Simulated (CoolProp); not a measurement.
The fluid at 293.15 K and 0.0733 MPa expands adiabatically to 0.00616 MPa with isentropic efficiency 1. The same conditions are run with several fluids, on thermodynamics alone (safety and materials aside).

Computed with CoolProp (reference Helmholtz-energy equation of state of each fluid (R1336mzz(E): Akasaka 2023; ethane: Bücker 2006; carbonyl sulfide: Lemmon 2006)).

Problem. Rank R1336mzz(E), ethane, carbonyl sulfide by work (kJ/kg), highest first.

Solution. ethane (162), carbonyl sulfide (77.4), R1336mzz(E) (33.5)

```tsv
fluid	final temperature (K)	final phase	final density (kg/m³)
R1336mzz(E)	248.5	gas	0.491
ethane	186.7	gas	0.120
carbonyl sulfide	176.6	two-phase, vapour fraction 0.985	0.257
```
